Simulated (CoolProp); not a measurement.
C3F8 (R218) along the isotherm 440 K: fugacity coefficient from the reference equation and from simpler models built on Tc = 345.0 K, pc = 2.640 MPa, ω = 0.317; each cubic takes its own stable root.

Computed with CoolProp (reference Helmholtz-energy equation of state, Lemmon 2006). It is a short technical equation, of lower accuracy than the large ones.

```tsv
p (MPa)	phase	reference
0.88	gas	0.9562
1.76	gas	0.9135
2.64	gas	0.8721
3.52	supercritical	0.8323
4.4	supercritical	0.7945
5.28	supercritical	0.7593
6.16	supercritical	0.7272
7.04	supercritical	0.6985
7.92	supercritical	0.6732
8.8	supercritical	0.6514
9.68	supercritical	0.6326
10.6	supercritical	0.6161
11.4	supercritical	0.6039
12.3	supercritical	0.5924
13.2	supercritical	0.5828
```

Question: How far does each simpler model (van der Waals, Redlich-Kwong, Soave-Redlich-Kwong, Peng-Robinson) lie from the reference over these 15 states: mean and median of the absolute difference, and the worst?

Answer: 
- van der Waals: mean 8.3 %, median 10.5 %, worst -11.7 % at 440 K and 9.68 MPa
- Redlich-Kwong: mean 6.4 %, median 7.3 %, worst -9.4 % at 440 K and 13.2 MPa
- Soave-Redlich-Kwong: mean 3.2 %, median 3.1 %, worst +6.7 % at 440 K and 13.2 MPa
- Peng-Robinson: mean 2.4 %, median 2.6 %, worst -2.9 % at 440 K and 5.28 MPa
